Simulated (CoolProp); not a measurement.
Saturation properties of nitrogen (Tc = 126.2 K, pc = 3396 kPa, ω = 0.037).

Model: reference Helmholtz-energy equation of state, Span 2000, in CoolProp.

```csv
T (K),p (kPa),vapour Z,surface tension (mN/m)
76.2,88.23,0.9609,9.14
81.6,162.5,0.9398,7.93
87,276.3,0.9127,6.75
92.4,440.3,0.8792,5.61
97.8,666.0,0.8390,4.52
103.2,965.1,0.7911,3.47
108.6,1350,0.7340,2.49
114,1835,0.6648,1.58
119.4,2436,0.5755,0.760
```

It boils at 77.4 K under 1 atm.

Surface tension comes from a separate correlation (Mulero 2012).
